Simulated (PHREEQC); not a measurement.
A solution holds 0.0012 mol/kgw PbCl2, 0.00039 mol/kgw H2SO4 and 4e-05 mol/kgw HNO3, at 25 °C. Closed to the air; pH follows from the charge balance.

Equilibrium calculation in PHREEQC: ion-association model, phreeqc.dat.

**Question.** The ionic strength comes out as 0.00426 mol/kgw. What activity coefficients do PbCl+, Cl-, H+, SO4-2, NO3- get?

**Answer.** PbCl+ 0.93, Cl- 0.93, H+ 0.94, SO4-2 0.76, NO3- 0.93.

No solid was allowed to form. Saturation is exceeded, for instance for Anglesite; the values hold only as long as no solid forms.
